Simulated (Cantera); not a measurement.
Cantera run, input and output.

```python
import numpy as np
import cantera as ct

gas = ct.Solution("gri30.yaml")
gas.TPX = 525, 79000, {'CH4': 1, 'O2': 1.54, 'N2': 5.54, 'H2O': 0.84}
flame = ct.FreeFlame(gas, width=0.047)
flame.set_refine_criteria(ratio=3, slope=0.08, curve=0.16)
flame.transport_model = "mixture-averaged"
flame.solve(loglevel=0, auto=True)
z, T = flame.grid, flame.T
thick = (T[-1] - T[0]) / np.gradient(T, z).max()
show = ['CH4', 'O2', 'H2O', 'C2H2', 'H', 'CH2CO']
print(f"laminar burning velocity  {flame.velocity[0] * 100:.3f} cm/s")
print(f"burnt temperature         {T[-1]:.1f} K")
print(f"thermal thickness         {thick * 1e3:.4f} mm")
print(f"grid points               {len(z)}")
z0 = z[flame.heat_release_rate.argmax()]
print(f"{'z/mm':>9s}{'T/K':>9s}{'u/(m/s)':>9s}" + "".join(f"{s:>11s}" for s in show))
rows = []
for k in (-3, -2, -1.5, -1, -0.5, -0.25, 0, 0.25, 0.5, 1, 2, 4, 8):
    zz = z0 + k * thick
    rows.append([k * thick, np.interp(zz, z, T), np.interp(zz, z, flame.velocity),
                 *(np.interp(zz, z, flame.X[gas.species_index(s)]) for s in show)])
    print(f"{rows[-1][0] * 1e3:9.3f}{rows[-1][1]:9.1f}{rows[-1][2]:9.3f}" + "".join(f"{x:11.3e}" for x in rows[-1][3:]))
```

Output:

```
laminar burning velocity  58.775 cm/s
burnt temperature         2089.5 K
thermal thickness         0.6535 mm
grid points               144
     z/mm      T/K  u/(m/s)        CH4         O2        H2O       C2H2          H      CH2CO
   -1.961    525.4    0.590  1.117e-01  1.722e-01  9.396e-02  2.097e-08  7.530e-14  2.141e-09
   -1.307    529.4    0.597  1.109e-01  1.711e-01  9.410e-02  3.517e-07  1.301e-11  4.780e-08
   -0.980    546.0    0.619  1.090e-01  1.693e-01  9.576e-02  2.435e-06  7.495e-10  4.344e-07
   -0.654    650.9    0.747  1.008e-01  1.608e-01  1.071e-01  2.604e-05  2.622e-07  6.860e-06
   -0.327   1097.4    1.285  6.732e-02  1.204e-01  1.540e-01  2.301e-04  5.677e-05  9.328e-05
   -0.163   1473.8    1.746  3.625e-02  7.865e-02  1.942e-01  5.645e-04  4.928e-04  2.247e-04
    0.000   1802.2    2.154  9.327e-03  3.452e-02  2.310e-01  9.832e-04  2.578e-03  1.713e-04
    0.163   1947.5    2.328  1.024e-03  1.085e-02  2.472e-01  4.443e-04  5.460e-03  2.785e-05
    0.327   1985.6    2.367  8.095e-05  3.514e-03  2.504e-01  8.054e-05  6.826e-03  2.832e-06
    0.654   2007.2    2.383  8.408e-07  1.053e-03  2.496e-01  2.438e-06  6.817e-03  6.643e-08
    1.307   2027.9    2.403  1.682e-09  6.089e-04  2.498e-01  1.072e-08  5.681e-03  2.793e-10
    2.614   2049.9    2.426  1.326e-12  3.434e-04  2.515e-01  8.350e-12  4.181e-03  2.108e-13
    5.228   2069.6    2.446  9.818e-14  1.515e-04  2.532e-01  4.837e-15  2.719e-03  3.151e-16
```

Computed with Cantera and GRI-Mech 3.0 (53 species, 325 reactions). Burning velocities carry a grid error of a few per cent, more on coarse grids.
